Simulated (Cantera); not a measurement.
An adiabatic, constant-pressure homogeneous reactor starts with CH₄ : O₂ : N₂ : CO₂ = 1 : 1.33 : 5.01 : 0.92 (molar parts), equivalence ratio 1.5, at 1673 K and 3750 Torr.

Detailed kinetics in Cantera: GRI-Mech 3.0 (53 species, 325 reactions).

### Question
Predict: time of steepest temperature rise; temperature at 2.00 s; equilibrium temperature; x(O₂) at 2.00 s; x(CO₂) at 2.00 s; x(HCN) at 2.00 s; x(CO) at 2.00 s; x(H₂) at 2.00 s.

### Answer
| Quantity | Result |
|---|---|
| time of steepest temperature rise | 99.8 µs |
| temperature at 2.00 s | 2728 K |
| equilibrium temperature | 2728 K |
| x(O₂) at 2.00 s | 0.00146 (gas-phase equilibrium 0.00146) |
| x(CO₂) at 2.00 s | 0.0922 (gas-phase equilibrium 0.0922) |
| x(HCN) at 2.00 s | 3.34e-8 (gas-phase equilibrium 3.34e-8) |
| x(CO) at 2.00 s | 0.121 (gas-phase equilibrium 0.121) |
| x(H₂) at 2.00 s | 0.0348 (gas-phase equilibrium 0.0348) |
